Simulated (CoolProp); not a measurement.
Vapour-liquid equilibrium of isobutane (1) + n-butane (2) at 0.00612 MPa; x and y are mole fractions of (1).

Values from CoolProp's multi-fluid Helmholtz-energy mixture model, Bücker 2006 and Bücker 2006; pair parameters Kunz 2012.

Question: Give the bubble temperature and the first vapour's composition at x = 0.275, 0.5, 0.725. Is there an azeotrope?

Answer: x = 0.275: -60.2 °C, y = 0.413; x = 0.5: -62.4 °C, y = 0.650; x = 0.725: -64.3 °C, y = 0.831. No azeotrope shows between x = 0.05 and 0.95.

Pair parameters are fitted to limited data, so mixtures are less certain than the pure fluids.
